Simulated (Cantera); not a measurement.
Cantera with NASA thermochemical tables; ideal gases at 1 bar, condensed phases pure. Values are per mole of reaction as written; species without (g) are pure solids or liquids, kept so even where they would boil at 1 bar.

4 H₂S(g) + 3 Ni → Ni₃S₄ + 4 H₂(g)

```
T (K)    ΔH° (kJ)   ΔS° (J/K)    ΔG° (kJ)     log10 K
-----  ----------  ----------  ----------  ----------
475        -207.1      -172.0      -125.4       13.79
500    (withheld)  (withheld)  (withheld)  (withheld)
525        -203.6      -164.9      -117.0       11.64
550    (withheld)  (withheld)  (withheld)  (withheld)
575    (withheld)  (withheld)  (withheld)  (withheld)
600    (withheld)  (withheld)  (withheld)  (withheld)
```

Problem. Fill in the missing entries.

Solution. 
- 500, ΔH° (kJ): -205.4
- 500, ΔS° (J/K): -168.4
- 500, ΔG° (kJ): -121.2
- 500, log10 K: 12.66
- 550, ΔH° (kJ): -201.9
- 550, ΔS° (J/K): -161.7
- 550, ΔG° (kJ): -112.9
- 550, log10 K: 10.72
- 575, ΔH° (kJ): -200.2
- 575, ΔS° (J/K): -158.7
- 575, ΔG° (kJ): -108.9
- 575, log10 K: 9.89
- 600, ΔH° (kJ): -198.6
- 600, ΔS° (J/K): -156.0
- 600, ΔG° (kJ): -105.0
- 600, log10 K: 9.14
